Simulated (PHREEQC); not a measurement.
0.015 g of hydrous ferric oxide (600 m²/g; 0.2 weak and 0.005 strong sites per Fe, Dzombak-Morel constants, diffuse double layer) in 1 kg of water with 0.1 mol/kgw of an inert sodium salt and 4.4e-06 mol BaCl2, at 25 °C; the pH is set by adding NaOH or the inert anion's acid. Oxygen is held at 0.21 atm. No CO2 enters from the air. Precipitation was switched off in this run.

Base run: PHREEQC, ion-association model, wateq4f.dat. Each further column changes one thing. The table gives surface charge σ (C/m²).

| pH | base | background salt from 0.1 to 0.01 mol/kgw | oxide from 0.015 to 0.075 g/kgw | 0.00013 mol/kgw SrCl2 added |
|---|---|---|---|---|
| 3 | 0.363 | 0.324 | 0.363 | 0.363 |
| 4.33 | 0.291 | 0.178 | 0.291 | 0.291 |
| 5.67 | 0.142 | 0.066 | 0.142 | 0.142 |
| 7 | 0.045 | 0.017 | 0.045 | 0.045 |
| 8.33 | -0.006 | -0.002 | -0.007 | -0.005 |
| 9.67 | -0.064 | -0.026 | -0.065 | -0.041 |
| 11 | -0.159 | -0.078 | -0.179 | -0.047 |

The oxide is taken as insoluble; below pH 4 it would dissolve.
